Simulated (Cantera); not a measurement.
Feed: 1 mol Fe3O4, 3.6 mol CO, 0.3 mol H2, at 1.40 bar.

Equilibrium computed with Cantera from the NASA thermochemical tables; the gas is ideal and each condensed phase is pure. Candidate condensed phases: C, C6H6, C7H8, C8H18, Fe, Fe(CO)5, FeO, Fe(OH)2, Fe(OH)3, Fe2O3, Fe3O4, H2O; 114 gas species. The tables' stoichiometric FeO is somewhat more stable than real wüstite, so its field is too wide. FeO: taken at fixed stoichiometry. The numbers say what is thermodynamically allowed, not how fast it happens.

x: gas mole fraction; n: condensed amount in mol.

```json
[
 {"T (°C)": "1577", "x CO": "0.709", "x CO2": "0.214", "x H2O": "0.0421", "x H2": "0.0347", "x Fe": "?", "n FeO(l)": "3.00"},
 {"T (°C)": "1652", "x CO": "0.710", "x CO2": "0.213", "x H2O": "0.0433", "x H2": "0.0335", "x Fe": "?", "n FeO(l)": "3.00"},
 {"T (°C)": "1727", "x CO": "0.711", "x CO2": "0.212", "x H2O": "0.0443", "x H2": "0.0324", "x Fe": "?", "n FeO(l)": "3.00"},
 {"T (°C)": "1802", "x CO": "0.712", "x CO2": "0.211", "x H2O": "0.0452", "x H2": "0.0314", "x Fe": "?", "n FeO(l)": "3.00"},
 {"T (°C)": "1877", "x CO": "0.712", "x CO2": "0.210", "x H2O": "0.0460", "x H2": "0.0304", "x Fe": "?", "n FeO(l)": "3.00"},
 {"T (°C)": "1952", "x CO": "0.712", "x CO2": "0.210", "x H2O": "0.0467", "x H2": "0.0295", "x Fe": "?", "n FeO(l)": "3.00"},
 {"T (°C)": "2027", "x CO": "0.711", "x CO2": "0.210", "x H2O": "0.0472", "x H2": "0.0286", "x Fe": "?", "n FeO(l)": "2.99"},
 {"T (°C)": "2102", "x CO": "0.710", "x CO2": "0.209", "x H2O": "0.0476", "x H2": "0.0276", "x Fe": "?", "n FeO(l)": "2.99"}
]
```

**Question.** Some entries are withheld; supply them.

**Answer.** 
- 1577, x Fe: 1.58e-5
- 1652, x Fe: 3.89e-5
- 1727, x Fe: 8.94e-5
- 1802, x Fe: 0.000193
- 1877, x Fe: 0.000392
- 1952, x Fe: 0.000757
- 2027, x Fe: 0.00140
- 2102, x Fe: 0.00246
